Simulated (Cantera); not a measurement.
A Cantera script and its output.

```python
import numpy as np
import cantera as ct

gas = ct.Solution("gri30.yaml")


def delay(T, t_max=10):
    gas.TPX = T, 190000, {'CH4': 1, 'H2': 0.072, 'O2': 1.2, 'N2': 4.5}
    reactor = ct.IdealGasConstPressureReactor(gas, clone=False)
    net = ct.ReactorNet([reactor])
    net.rtol, net.atol = 1e-8, 1e-16
    while net.time < t_max:
        t_old, T_old = net.time, reactor.T
        net.step()
        if reactor.T > T + 400:  # ignition: a rise of 400 K
            return t_old + (T + 400 - T_old) / (reactor.T - T_old) * (net.time - t_old)
    return np.nan


taus = []
for T in [1125, 1225, 1325, 1425, 1525, 1625, 1725]:
    taus.append(delay(T))
    print(f"T0 = {T:6g} K   tau = {taus[-1]:.4e} s")
```

It prints:

```
T0 =   1125 K   tau = 3.6792e-02 s
T0 =   1225 K   tau = 1.2124e-02 s
T0 =   1325 K   tau = 3.9904e-03 s
T0 =   1425 K   tau = 1.3757e-03 s
T0 =   1525 K   tau = 5.1328e-04 s
T0 =   1625 K   tau = 2.1290e-04 s
T0 =   1725 K   tau = 9.9115e-05 s
```

Model: GRI-Mech 3.0 (53 species, 325 reactions), integrated in Cantera.
